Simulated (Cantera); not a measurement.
Input: 1 mol Si, 2.3 mol Cl2, 4.9 mol H2, at 898 K and 0.140 bar.

Equilibrium computed with Cantera from the NASA thermochemical tables; the gas is ideal and each condensed phase is pure. Candidate condensed phases: Si; 19 gas species. The tables' values for SiCl3 are old estimates; treat these amounts as uncertain. Equilibrium is a limit: real reactors are often held back by kinetics, nucleation or transport.

Question: What is the equilibrium state?

Answer: 
* **x(H2)**: 0.739
* **x(SiCl4)**: 0.158
* **x(HCl)**: 0.100
* **x(SiHCl3)**: 0.00325
* **x(SiCl3)**: 4.07e-5
* **x(SiH2Cl2)**: 6.31e-6
* **gas amount**: 6.200 mol
* **log10 activity of Si(s) (absent)**: -4.56
